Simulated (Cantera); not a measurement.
Charge: 1 mol N₂O, 0.0039 mol SO₂, 0.88 mol N₂, equilibrated at 1498.15 K and 750 Torr.

Cantera equilibrium calculation (NASA polynomials, part measured and part estimated; ideal gas, pure solids and liquids). Candidate condensed phases: S; 17 gas species. The numbers say what is thermodynamically allowed, not how fast it happens.

Base state: N₂ 0.788, O₂ 0.209, SO₂ 0.00161, NO 0.00121, SO₃ 2.77e-5 (mole fractions); condensed: gas only.

### Question
What changes in the equilibrium state with this change: 0.038 mol H₂S added?

### Answer
| species | before | after |
|---|---|---|
| N₂ | 0.788 | 0.782 |
| O₂ | 0.209 | 0.184 |
| SO₂ | 0.00161 | 0.0172 |
| H₂O | 0 | 0.0158 |
| OH | 0 | 2.96e-5 |
| SO₃ | 2.77e-5 | 0.000277 |
| NO | 0.00121 | 0.00113 |
Further candidate phases: H₂O, H₂SO₄.
